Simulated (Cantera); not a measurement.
A freely propagating, adiabatic, planar premixed flame of 41.4 % H₂, 11.5 % O₂, 47.1 % N₂, equivalence ratio 1.8, unburnt at 350 K and 3750 Torr; mixture-averaged transport, grid criteria slope 0.08 and curve 0.16, no radiation.

Detailed kinetics in Cantera: the H2/O2 subset of GRI-Mech 3.0, which has no nitrogen chemistry. The hydrogen kinetics of GRI-Mech 3.0 are dated; newer H2 mechanisms differ, most at raised pressure. Burning velocities carry a grid error of a few per cent, more on coarse grids.

x: mole fraction of selected species; z is measured from the peak of heat release.

| z (mm) | T (K) | u (m/s) | x H₂ | x O₂ | x H₂O | x H₂O₂ | x O | x OH |
|---|---|---|---|---|---|---|---|---|
| -0.140 | 350 | 3.35 | 0.414 | 0.115 | <1e-8 | <1e-8 | <1e-8 | <1e-8 |
| -0.0933 | 350 | 3.35 | 0.414 | 0.115 | 4.21e-8 | <1e-8 | <1e-8 | <1e-8 |
| -0.0700 | 350 | 3.35 | 0.413 | 0.115 | 6.33e-7 | <1e-8 | <1e-8 | <1e-8 |
| -0.0466 | 353 | 3.37 | 0.412 | 0.115 | 1.89e-5 | [?] | 4.81e-8 | <1e-8 |
| -0.0233 | 441 | 4.10 | 0.392 | 0.117 | 0.00341 | [?] | 5.64e-6 | 3.17e-5 |
| -0.0117 | 782 | 7.01 | 0.351 | 0.108 | 0.0341 | [?] | 0.000170 | 0.000907 |
| 0 | 1197 | 10.5 | 0.293 | 0.0809 | 0.0969 | [?] | 0.00103 | 0.00145 |
| 0.0117 | 1490 | 12.9 | 0.239 | 0.0455 | 0.166 | [?] | 0.00191 | 0.00254 |
| 0.0233 | 1657 | 14.3 | 0.205 | 0.0205 | 0.212 | [?] | 0.00167 | 0.00329 |
| 0.0466 | 1803 | 15.5 | 0.186 | 0.00359 | 0.245 | [?] | 0.000789 | 0.00359 |
| 0.0933 | 1908 | 16.3 | 0.188 | 0.000377 | 0.253 | [?] | 0.000383 | 0.00324 |
| 0.187 | 1990 | 17.0 | 0.193 | 0.000110 | 0.256 | [?] | 0.000177 | 0.00245 |
| 0.373 | 2049 | 17.4 | 0.197 | 4.12e-5 | 0.258 | [?] | 6.67e-5 | 0.00161 |

Problem. What belongs in the gaps?

Solution. 
- -0.0466, x H₂O₂: 2.02e-7
- -0.0233, x H₂O₂: 4.51e-5
- -0.0117, x H₂O₂: 0.000135
- 0, x H₂O₂: 4.96e-5
- 0.0117, x H₂O₂: 6.18e-6
- 0.0233, x H₂O₂: 2.24e-6
- 0.0466, x H₂O₂: 9.88e-7
- 0.0933, x H₂O₂: 4.58e-7
- 0.187, x H₂O₂: 2.18e-7
- 0.373, x H₂O₂: 9.67e-8
